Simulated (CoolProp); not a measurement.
Carbonyl sulfide along the isotherm 434 K: fugacity coefficient from the reference equation and from simpler models built on Tc = 378.8 K, pc = 6.369 MPa, ω = 0.098; each cubic takes its own stable root.

Model: reference Helmholtz-energy equation of state, Lemmon 2006, in CoolProp. It is a short technical equation, of lower accuracy than the large ones.

```tsv
p (MPa)	phase	reference
1.22	gas	0.9585
2.45	gas	0.9174
3.67	gas	0.8772
4.9	gas	0.8374
6.12	gas	0.7985
7.35	supercritical	0.7599
8.57	supercritical	0.7223
9.8	supercritical	0.6853
11	supercritical	0.6506
12.2	supercritical	0.6181
13.5	supercritical	0.5860
14.7	supercritical	0.5597
15.9	supercritical	0.5366
```

Task: How far does each simpler model (Soave-Redlich-Kwong, Peng-Robinson) lie from the reference over these 13 states: mean and median of the absolute difference, and the worst?

Result: 
- Soave-Redlich-Kwong: mean 0.9 %, median 0.5 %, worst +3.0 % at 434 K and 15.9 MPa
- Peng-Robinson: mean 2.8 %, median 3.2 %, worst -3.6 % at 434 K and 11 MPa
